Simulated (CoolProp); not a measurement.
A single-stage vapour-compression cycle with the fluid: evaporating at 287.15 K (dew point), condensing at 351.15 K (bubble point), superheat 8 K, subcooling 2 K, compressor efficiency 0.8, no pressure losses. The same conditions are run with several fluids, on thermodynamics alone (safety and materials aside).

Values from CoolProp's reference Helmholtz-energy equation of state of each fluid (R114: Platzer 1990; hydrogen sulfide: Lemmon 2006; propane: Lemmon 2009; R11: Jacobsen 1992; R124: de Vries 1995; isobutene: Lemmon 2005). The equations of Platzer and Polt are older, rougher fits.

| fluid | cooling COP | pressure ratio | discharge temperature (K) | refrigerating effect (kJ/kg) | volumetric capacity (kJ/m³) |
|---|---|---|---|---|---|
| R114 | 2.41 | 6.00 | 351.1 | 73.9 | ? |
| hydrogen sulfide | 2.31 | ? | 440.7 | 294 | ? |
| propane | 2.10 | 4.24 | 370.0 | 182 | 2680 |
| R11 | 2.90 | ? | 378.8 | 133 | 543 |
| R124 | ? | 5.62 | 360.7 | 84.7 | 1370 |
| isobutene | ? | 5.45 | 362.1 | 228 | 1200 |

Problem. What belongs in the gaps?

Solution. 
- R114, volumetric capacity (kJ/m³): 801
- hydrogen sulfide, pressure ratio: 4.02
- hydrogen sulfide, volumetric capacity (kJ/m³): 7200
- R11, pressure ratio: 7.03
- R124, cooling COP: 2.37
- isobutene, cooling COP: 2.57

The compression ends wet for: R114.
